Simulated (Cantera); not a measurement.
Feed: 1 mol Fe3O4, 0.87 mol CH4, 2.1 mol H2, equilibrated at 0.000440 bar.

Method: chemical equilibrium by Gibbs-energy minimisation in Cantera with the NASA 1993 tables (ideal gas, pure condensed phases). Candidate condensed phases: C, C6H6, C7H8, C8H18, Fe, Fe(CO)5, FeO, Fe(OH)2, Fe(OH)3, Fe2O3, Fe3O4, H2O; 114 gas species. Mutual solubility and eutectic melting of coexisting phases are not modelled. The tables' stoichiometric FeO is somewhat more stable than real wüstite, so its field is too wide. FeO: taken at fixed stoichiometry. The numbers say what is thermodynamically allowed, not how fast it happens.

x: gas mole fraction; n: condensed amount in mol.

```
T (°C)   x H2      x Fe  x H2O   x CO   x CO2      x H  n Fe(α)  n FeO(s)  n Fe(γ)  n FeO(l)  n Fe(δ)
------  -----  --------  -----  -----  ------  -------  -------  --------  -------  --------  -------
777     0.679  3.48e-10  0.137  0.149  0.0354  3.19e-7    0.680      2.32        0         0        0
927     0.638       [?]    [?]  0.154     [?]      [?]        0      2.15      [?]         0        0
1077    0.603   9.77e-6  0.212  0.157  0.0281  8.82e-5        0      2.00     1.00         0        0
1227    0.574       [?]    [?]  0.159  0.0257      [?]        0      1.88     1.12         0        0
1377    0.547   0.00614  0.260  0.160  0.0237  0.00320        0         0     1.19      1.78        0
1527    0.515    0.0670  0.234  0.153  0.0182   0.0122        0         0        0      1.84    0.816
1677    0.311     0.262  0.258  0.112  0.0210   0.0305        0         0        0      1.26        0
```

Question: Fill in the missing entries.

Answer: 
- 927, x Fe: 1.13e-7
- 927, x H2O: 0.177
- 927, x CO2: 0.0310
- 927, x H: 7.52e-6
- 927, n Fe(γ): 0.849
- 1227, x Fe: 0.000341
- 1227, x H2O: 0.240
- 1227, x H: 0.000636
